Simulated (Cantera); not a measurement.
Standard-state values (1 bar) from the NASA 1993 polynomials, evaluated with Cantera. Values are per mole of reaction as written; species without (g) are pure solids or liquids, kept so even where they would boil at 1 bar.

6 HF(g) + 2 B ⇌ 2 BF3(g) + 3 H2(g)

```tsv
T (K)	ΔH° (kJ)	ΔS° (J/K)	ΔG° (kJ)	log10 K
300	-636.0	-153.6	-589.9	102.71
700	-635.7	-154.2	-527.8	39.39
750	(withheld)	(withheld)	(withheld)	(withheld)
800	-634.9	-153.0	-512.5	33.46
850	-634.3	-152.3	-504.8	31.02
900	-633.8	-151.7	-497.2	28.86
950	-633.2	-151.1	-489.7	26.92
1000	-632.7	-150.5	-482.1	25.18
1050	-632.1	-150.0	-474.6	23.61
1100	-631.6	-149.5	-467.1	22.18
1150	(withheld)	(withheld)	(withheld)	(withheld)
```

Question: Some entries are withheld; supply them.

Answer: 
- 750, ΔH° (kJ): -635.3
- 750, ΔS° (J/K): -153.6
- 750, ΔG° (kJ): -520.1
- 750, log10 K: 36.23
- 1150, ΔH° (kJ): -631.1
- 1150, ΔS° (J/K): -149.0
- 1150, ΔG° (kJ): -459.7
- 1150, log10 K: 20.88
